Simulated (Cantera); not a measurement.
**Diamond growth**

A diamond (100) surface in a fixed gas of H2 with x(CH4) = 0.0078, x(CH3) = 1.1e-05, at 1400 K, 0.0110 bar; coverages are run to steady state.

Model: the Harris–Goodwin 1993 mechanism for the reconstructed diamond (100) surface, integrated in Cantera.

```
x(H)     growth (µm/h)  θ c6HH  θ c6H*  θ c6*H   θ c6**
-------  -------------  ------  ------  ------  -------
0.0001         2.48e-5   0.702  0.0290   0.265  0.00332
0.00025       0.000191   0.559  0.0424   0.388   0.0104
0.00061        0.00100   0.448  0.0520   0.476   0.0237
0.0015         0.00372   0.382  0.0569   0.521   0.0403
0.0037         0.00964   0.349  0.0589   0.539   0.0538
0.0091          0.0180   0.334  0.0596   0.545   0.0617
0.022           0.0262   0.327  0.0598   0.547   0.0655
0.055           0.0344   0.325  0.0600   0.548   0.0673
0.14            0.0454   0.323  0.0602   0.548   0.0681
```
θ: site fractions in the mechanism's names (c6HH fully hydrogenated, c6H* and c6*H radical sites, c6** diradical, c6HM methylated).
